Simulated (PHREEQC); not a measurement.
Consider water at 25 °C with 0.0011 mol/kgw Ag2SO4, 0.00046 mol/kgw HBF4 and 0.0012 mol/kgw Cu(NO3)2. Closed to the air; pH follows from the charge balance.

Equilibrium calculation in PHREEQC: ion-association model, wateq4f.dat.

```json
[
 {"quantity": "pH", "before": "3.11", "after": "5.36"},
 {"quantity": "ionic strength (mol/kgw)", "before": "0.00719", "after": "0.00685"},
 {"quantity": "Cu+2 (mol/kgw)", "before": "0.00109", "after": "0.00108"},
 {"quantity": "HF (mol/kgw)", "before": "0.000883", "after": "2.66e-6"},
 {"quantity": "F- (mol/kgw)", "before": "0.000839", "after": "0.000449"},
 {"quantity": "CuF+ (mol/kgw)", "before": "1.18e-5", "after": "6.31e-6"},
 {"quantity": "SI of Tenorite (CuO)", "before": "-4.51", "after": "-0.00"},
 {"quantity": "SI of CuF2:2H2O (CuF2:2H2O)", "before": "-4.79", "after": "-5.33"}
]
```

Q: Which change was made?
(A) Ag2SO4 from 0.0011 to 0.0055 mol/kgw
(B) HBF4 replaced by CsF at the same molality
(C) diluted 10-fold with water
(D) Ag2SO4 left out
(E) HBF4 from 0.00046 to 0.000506 mol/kgw

A: B, HBF4 replaced by CsF at the same molality

This is a speciation only: nothing precipitates in the calculation. Some of these states are supersaturated (in Brochantite, Antlerite, for instance). Real BF4- forms and hydrolyses slowly; the run takes it at equilibrium.
